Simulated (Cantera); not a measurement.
A Cantera script and what it prints.

```python
import numpy as np
import cantera as ct

gas_names = """
    Fe H H2 H2S N NH NH2 NH3 N2 N2H2 N2H4 S SH SN S2 S8
""".split()
cond_names = """
    Fe(a) Fe(c) Fe(d) Fe(L) FeS(a) FeS(b) FeS(c) FeS(L) FeS2(s) S(cr1) S(cr2) S(L)
""".split()


def load(file, names, dense=False):
    # The tables refer to 1 bar. Condensed volumes are neglected.
    table = {s.name: s for s in ct.Species.list_from_file(file)}
    out = []
    for n in names:
        d = dict(table[n].input_data)
        d["thermo"] = dict(d["thermo"], **{"reference-pressure": 1e5})
        if dense:
            d["equation-of-state"] = {"model": "constant-volume", "density": "1e6 g/cm^3"}
        out.append(ct.Species.from_dict(d))
    return out


gas = ct.Solution(thermo="ideal-gas", species=load("nasa_gas.yaml", gas_names))
cond = {s.name: ct.Solution(thermo="fixed-stoichiometry", species=[s], name=s.name)
        for s in load("nasa_condensed.yaml", cond_names, dense=True)}
atoms = {
    'FeS': {'Fe': 1, 'S': 1},
    'H2': {'H': 2},
    'N2': {'N': 2},
}
top_T = {'FeS2(s)': 1010}  # K; cautious upper limits of use, not melting points


def equilibrate(T, P, feed):
    n = {}
    for name, mol in feed.items():
        for a, k in atoms[name].items():
            n[a] = n.get(a, 0.0) + k * mol
    gas.TPX = T, P, n
    mass = sum(n.values()) * gas.mean_molecular_weight
    gas.equilibrate("TP")
    valid = [c for c in cond.values() if c.min_temp <= T <= top_T.get(c.name, c.max_temp)]
    mix = ct.Mixture([(gas, mass / gas.mean_molecular_weight)] + [(c, 0.0) for c in valid])
    mix.T, mix.P = T, P
    mix.equilibrate("TP", solver="vcs", rtol=1e-11, max_steps=5000)
    return mix


results = []
feed = {'FeS': 1, 'H2': 2400, 'N2': 12}  # mol
P = 5500  # Pa
for T in [873, 973, 1073, 1173, 1273, 1373, 1473, 1573, 1673, 1773, 1873, 1973, 2073, 2173]:
    mix = equilibrate(T, P, feed)
    results.append((T, P, feed, dict(zip(mix.species_names, mix.species_moles))))
    x = sorted(zip(gas.X, gas.species_names), reverse=True)
    print(f"T = {T:g} K  P = {P:g} Pa  gas = {mix.phase_moles(0):.4g} mol")
    print("   x: " + "  ".join(f"{s} {v:.3e}" for v, s in x if v > 0.001))
    print("   condensed (mol): " + ("  ".join(f"{mix.phase(i).name} {mix.phase_moles(i):.4g}"
          for i in range(1, mix.n_phases) if mix.phase_moles(i) > 1e-12) or "none"))
```

It prints:

```
T = 873 K  P = 5500 Pa  gas = 2412 mol
   x: H2 9.947e-01  N2 4.972e-03
   condensed (mol): Fe(a) 0.8414  FeS(c) 0.1586
T = 973 K  P = 5500 Pa  gas = 2412 mol
   x: H2 9.946e-01  N2 4.974e-03
   condensed (mol): Fe(a) 1
T = 1073 K  P = 5500 Pa  gas = 2412 mol
   x: H2 9.946e-01  N2 4.974e-03
   condensed (mol): Fe(a) 1
T = 1173 K  P = 5500 Pa  gas = 2412 mol
   x: H2 9.946e-01  N2 4.975e-03
   condensed (mol): Fe(a) 1
T = 1273 K  P = 5500 Pa  gas = 2412 mol
   x: H2 9.946e-01  N2 4.975e-03
   condensed (mol): Fe(c) 1
T = 1373 K  P = 5500 Pa  gas = 2412 mol
   x: H2 9.946e-01  N2 4.975e-03
   condensed (mol): Fe(c) 0.9997
T = 1473 K  P = 5500 Pa  gas = 2412 mol
   x: H2 9.946e-01  N2 4.975e-03
   condensed (mol): Fe(c) 0.9963
T = 1573 K  P = 5500 Pa  gas = 2412 mol
   x: H2 9.944e-01  N2 4.975e-03
   condensed (mol): Fe(c) 0.9712
T = 1673 K  P = 5500 Pa  gas = 2413 mol
   x: H2 9.941e-01  N2 4.973e-03
   condensed (mol): Fe(d) 0.8239
T = 1773 K  P = 5500 Pa  gas = 2414 mol
   x: H2 9.930e-01  N2 4.970e-03  H 1.209e-03
   condensed (mol): Fe(d) 0.132
T = 1873 K  P = 5500 Pa  gas = 2416 mol
   x: H2 9.915e-01  N2 4.966e-03  H 2.740e-03
   condensed (mol): none
T = 1973 K  P = 5500 Pa  gas = 2420 mol
   x: H2 9.885e-01  H 5.720e-03  N2 4.958e-03
   condensed (mol): none
T = 2073 K  P = 5500 Pa  gas = 2427 mol
   x: H2 9.831e-01  H 1.112e-02  N2 4.945e-03
   condensed (mol): none
T = 2173 K  P = 5500 Pa  gas = 2438 mol
   x: H2 9.740e-01  H 2.031e-02  N2 4.922e-03
   condensed (mol): none
```

Method: chemical equilibrium by Gibbs-energy minimisation in Cantera with the NASA 1993 tables (ideal gas, pure condensed phases). FeS: taken at fixed stoichiometry.
